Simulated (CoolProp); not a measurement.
Vapour-liquid equilibrium of toluene (1) + n-octane (2) at 359 kPa; x and y are mole fractions of (1).

Values from CoolProp's multi-fluid Helmholtz-energy mixture model, Lemmon 2006 and Beckmüller 2019; pair parameters Bell 2016.

| x | bubble temperature (K) | y at the bubble point | dew temperature at overall composition x (K) | liquid density (mol/L) |
|---|---|---|---|---|
| 0.05 | 449.9 | 0.075 | 450.4 | 4.980 |
| 0.125 | 447.8 | 0.179 | 448.9 | 5.143 |
| 0.2 | 445.9 | 0.273 | 447.4 | 5.314 |
| 0.275 | 444.1 | 0.359 | 445.8 | 5.493 |
| 0.35 | 442.6 | 0.437 | 444.3 | 5.681 |
| 0.425 | 441.2 | 0.510 | 442.8 | 5.879 |
| 0.5 | 440.0 | 0.578 | 441.4 | 6.087 |
| 0.575 | 438.9 | 0.643 | 440.1 | 6.307 |
| 0.65 | 438.0 | 0.705 | 438.8 | 6.541 |
| 0.725 | 437.2 | 0.766 | 437.7 | 6.789 |
| 0.8 | 436.5 | 0.828 | 436.8 | 7.053 |
| 0.875 | 435.9 | 0.890 | 436.0 | 7.335 |
| 0.95 | 435.4 | 0.955 | 435.5 | 7.637 |

No azeotrope shows between x = 0.05 and 0.95.

The pair parameters rest on a limited set of measurements; away from them the model extrapolates.
